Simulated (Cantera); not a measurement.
Low-pressure radical oxidation in H2/O2

An isothermal, constant-pressure homogeneous reactor starts with 1.38 % H₂, 98.6 % O₂, at 1073 K and 150 Pa.

Detailed kinetics in Cantera: the H2/O2 subset of GRI-Mech 3.0, which has no nitrogen chemistry. Radical loss at walls, strong at low pressure, is not modelled.

```tsv
t (s)	x H₂	x O₂	x HO₂	x OH	x H₂O	x H	x H₂O₂
7.00e-6	0.0138	0.986	<1e-12	<1e-12	<1e-12	<1e-12	<1e-12
2.39e-5	0.0138	0.986	2.28e-12	<1e-12	<1e-12	2.24e-12	<1e-12
8.13e-5	0.0138	0.986	7.76e-12	<1e-12	<1e-12	7.35e-12	<1e-12
0.000277	0.0138	0.986	2.65e-11	4.36e-12	<1e-12	2.22e-11	<1e-12
0.000945	0.0138	0.986	9.02e-11	3.74e-11	4.96e-12	5.47e-11	<1e-12
0.00322	0.0138	0.986	3.08e-10	2.35e-10	1.16e-10	1.25e-10	<1e-12
0.0110	0.0138	0.986	1.05e-9	1.97e-9	2.78e-9	6.78e-10	<1e-12
0.0374	0.0138	0.986	4.11e-9	3.12e-7	6.27e-7	9.99e-8	2.53e-12
0.128	0.000583	0.975	3.28e-7	0.00123	0.0117	0.00179	9.24e-9
0.435	7.78e-5	0.975	2.33e-7	0.000679	0.0129	0.00107	2.91e-9
1.48	6.49e-5	0.977	2.18e-7	0.000620	0.0131	0.000803	2.95e-9
5.05	3.76e-5	0.981	1.76e-7	0.000473	0.0134	0.000347	3.01e-9
17.2	1.07e-5	0.985	9.86e-8	0.000253	0.0137	5.18e-5	2.80e-9
58.7	1.54e-6	0.986	3.31e-8	9.64e-5	0.0138	2.83e-6	1.90e-9
200	1.80e-7	0.986	7.31e-9	3.30e-5	0.0139	1.13e-7	7.70e-10
```
x: mole fraction; the columns are a selection and need not sum to one.

Equilibrium at this temperature and pressure: H₂ 2.42e-10, O₂ 0.986, HO₂ 6.47e-10, OH 1.22e-6, H₂O 0.0139, H 5.67e-12, H₂O₂ 3.60e-12 (gas phase only).
